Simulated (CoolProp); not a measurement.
100 sccm (0 °C, 1 atm) of nitrogen bubbles through liquid dimethyl carbonate at 287 K and leaves saturated at a total pressure of 0.0706 MPa (ideal gas phase). Each further row changes one setting.

Model: reference Helmholtz-energy equation of state, Zhou 2011, in CoolProp.

| case | vapour pressure (kPa) | mole fraction of vapour | delivery (mg/min) | delivery (sccm) | change of delivery for a bath 1 K warmer (%) |
|---|---|---|---|---|---|
| as stated | 3.99 | (withheld) | 24.1 | 5.99 | (withheld) |
| bath temperature 292 K | 5.26 | (withheld) | (withheld) | 8.04 | 6.0 |
| total pressure 0.141 MPa | 3.99 | 0.0283 | (withheld) | 2.91 | (withheld) |

Problem. Complete the blanks.

Solution. 
- as stated, mole fraction of vapour: 0.0565
- as stated, change of delivery for a bath 1 K warmer (%): 6.1
- bath temperature 292 K, mole fraction of vapour: 0.0745
- bath temperature 292 K, delivery (mg/min): 32.3
- total pressure 0.141 MPa, delivery (mg/min): 11.7
- total pressure 0.141 MPa, change of delivery for a bath 1 K warmer (%): 5.9
